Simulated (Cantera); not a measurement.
## Premixed flame

A freely propagating, adiabatic, planar premixed flame of CH₄ : H₂ : O₂ : N₂ = 1 : 0.1 : 1.71 : 8 (molar parts), unburnt at 500 K and 0.444 atm; mixture-averaged transport, grid criteria slope 0.08 and curve 0.16, no radiation.

Detailed kinetics in Cantera: GRI-Mech 3.0 (53 species, 325 reactions). Burning velocities carry a grid error of a few per cent, more on coarse grids.

```json
[
 {"z (mm)": "-2.61", "T (K)": "500", "u (m/s)": "0.767", "x CH₄": "0.0924", "x H₂": "0.0103", "x O₂": "0.158", "x HCN": "<1e-8", "x OH": "<1e-8", "x HO₂": "5.70e-8"},
 {"z (mm)": "-1.74", "T (K)": "502", "u (m/s)": "0.772", "x CH₄": "0.0920", "x H₂": "0.0125", "x O₂": "0.158", "x HCN": "<1e-8", "x OH": "<1e-8", "x HO₂": "1.04e-6"},
 {"z (mm)": "-1.30", "T (K)": "512", "u (m/s)": "0.790", "x CH₄": "0.0911", "x H₂": "0.0153", "x O₂": "0.157", "x HCN": "1.06e-8", "x OH": "2.46e-8", "x HO₂": "6.26e-6"},
 {"z (mm)": "-0.869", "T (K)": "589", "u (m/s)": "0.914", "x CH₄": "0.0860", "x H₂": "0.0209", "x O₂": "0.151", "x HCN": "1.53e-7", "x OH": "1.41e-6", "x HO₂": "4.32e-5"},
 {"z (mm)": "-0.434", "T (K)": "997", "u (m/s)": "1.57", "x CH₄": "0.0595", "x H₂": "0.0299", "x O₂": "0.119", "x HCN": "1.77e-6", "x OH": "3.08e-5", "x HO₂": "6.89e-5"},
 {"z (mm)": "-0.217", "T (K)": "1372", "u (m/s)": "2.19", "x CH₄": "0.0323", "x H₂": "0.0342", "x O₂": "0.0816", "x HCN": "4.37e-6", "x OH": "0.000252", "x HO₂": "9.50e-5"},
 {"z (mm)": "0", "T (K)": "1703", "u (m/s)": "2.73", "x CH₄": "0.00828", "x H₂": "0.0346", "x O₂": "0.0405", "x HCN": "8.64e-6", "x OH": "0.00140", "x HO₂": "5.17e-5"},
 {"z (mm)": "0.217", "T (K)": "1844", "u (m/s)": "2.96", "x CH₄": "0.000799", "x H₂": "0.0299", "x O₂": "0.0166", "x HCN": "9.31e-6", "x OH": "0.00353", "x HO₂": "6.92e-6"},
 {"z (mm)": "0.434", "T (K)": "1878", "u (m/s)": "3.01", "x CH₄": "4.25e-5", "x H₂": "0.0268", "x O₂": "0.00799", "x HCN": "5.59e-6", "x OH": "0.00474", "x HO₂": "1.58e-6"},
 {"z (mm)": "0.869", "T (K)": "1901", "u (m/s)": "3.04", "x CH₄": "1.26e-7", "x H₂": "0.0263", "x O₂": "0.00431", "x HCN": "1.54e-6", "x OH": "0.00505", "x HO₂": "8.53e-7"},
 {"z (mm)": "1.74", "T (K)": "1927", "u (m/s)": "3.07", "x CH₄": "<1e-8", "x H₂": "0.0267", "x O₂": "0.00325", "x HCN": "1.62e-7", "x OH": "0.00478", "x HO₂": "6.52e-7"},
 {"z (mm)": "3.48", "T (K)": "1961", "u (m/s)": "3.11", "x CH₄": "<1e-8", "x H₂": "0.0263", "x O₂": "0.00243", "x HCN": "<1e-8", "x OH": "0.00427", "x HO₂": "4.87e-7"},
 {"z (mm)": "6.95", "T (K)": "1998", "u (m/s)": "3.17", "x CH₄": "<1e-8", "x H₂": "0.0256", "x O₂": "0.00154", "x HCN": "<1e-8", "x OH": "0.00350", "x HO₂": "3.12e-7"}
]
```
x: mole fraction of selected species; z is measured from the peak of heat release.

| Property | Result |
|---|---|
| laminar burning velocity | 76.6 cm/s |
| thermal thickness | 0.869 mm |
| peak x(HCN) | 9.95e-6 |
| peak x(OH) | 0.00506 |
| peak x(HO₂) | 9.54e-5 |
| grid points | 149 |
